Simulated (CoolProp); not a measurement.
Values from CoolProp's reference Helmholtz-energy equation of state, Bücker 2006.

Question: Give the vapour pressure (bar), liquid density (kg/m³), vapour density (kg/m³), enthalpy of vaporisation (kJ/kg) of saturated ethane at 196.7, 211.9, 250 K.

Answer: 
```csv
T (K),p (bar),liquid density (kg/m³),vapour density (kg/m³),enthalpy of vaporisation (kJ/kg)
196.7,1.87,528,3.62,473
211.9,3.60,508,6.71,449
250,13.0,448,23.6,372
```
